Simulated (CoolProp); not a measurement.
m-xylene along the isobar 2.94 MPa: Z from the reference equation and from simpler models built on Tc = 616.9 K, pc = 3.535 MPa, ω = 0.326; each cubic takes its own stable root.

The numbers come from the reference Helmholtz-energy equation of state, Zhou 2012 in CoolProp.

```csv
T (K),phase,reference,Redlich-Kwong,Soave-Redlich-Kwong,Peng-Robinson
287.4,liquid,___,0.1790,0.1748,0.1557
308.9,liquid,0.1425,0.1698,0.1653,0.1471
330.5,liquid,0.1361,0.1621,0.1573,0.1398
352,liquid,0.1308,0.1558,0.1506,0.1337
373.5,liquid,0.1263,0.1506,0.1450,___
395.1,liquid,0.1224,0.1463,0.1404,0.1245
416.6,liquid,0.1193,___,0.1368,0.1211
438.1,liquid,0.1167,0.1405,___,0.1186
459.7,liquid,0.1148,0.1390,___,0.1169
481.2,liquid,0.1135,0.1385,0.1313,___
```

**Question.** Fill in the missing entries.

**Answer.** 
- 287.4, reference: 0.1500
- 373.5, Peng-Robinson: 0.1287
- 416.6, Redlich-Kwong: 0.1430
- 438.1, Soave-Redlich-Kwong: 0.1340
- 459.7, Soave-Redlich-Kwong: 0.1322
- 481.2, Peng-Robinson: 0.1160
